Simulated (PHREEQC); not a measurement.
Consider water at 25 °C with 16 mmol/kgw Cu(NO3)2, 1.8 mmol/kgw HNO3 and 170 mmol/kgw NaCl. Closed to the air; pH follows from the charge balance.

Computed with PHREEQC (ion-association model, phreeqc.dat).

```tsv
quantity	before	after
pH	2.85	3.51
Cu+2 (mol/kgw)	0.0139	0.00306
CuCl+ (mol/kgw)	0.00200	0.000139
CuCl2 (mol/kgw)	8.70e-5	1.70e-6
CuCl3- (mol/kgw)	5.42e-8	2.05e-10
SI of Halite (NaCl)	-3.39	-4.67
```

Which change was made?
(A) diluted 5-fold with water
(B) NaCl from 0.17 to 0.017 mol/kgw
(C) temperature from 25 to 90 °C

A, diluted 5-fold with water

No solid was allowed to form.
